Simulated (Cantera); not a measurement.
Mixture: 8.80 % CH₄, 1.41 % CO, 18.8 % O₂, 71.0 % N₂, at 2.70 bar, adiabatic and at constant pressure. Ignition delay is the time to a rise of 400 K.

Cantera simulation using GRI-Mech 3.0 (53 species, 325 reactions); the numbers are that mechanism's predictions, not measurements.

Q: Predict: delay at 1075 K; delay at 1175 K; delay at 1275 K; delay at 1375 K; delay at 1475 K; apparent activation energy between 1425 and 1525 K.

A: 
```json
{
 "delay at 1075 K": "0.139 s",
 "delay at 1175 K": "30.0 ms",
 "delay at 1275 K": "7.60 ms",
 "delay at 1375 K": "2.21 ms",
 "delay at 1475 K": "0.724 ms",
 "apparent activation energy between 1425 and 1525 K": "190 kJ/mol"
}
```
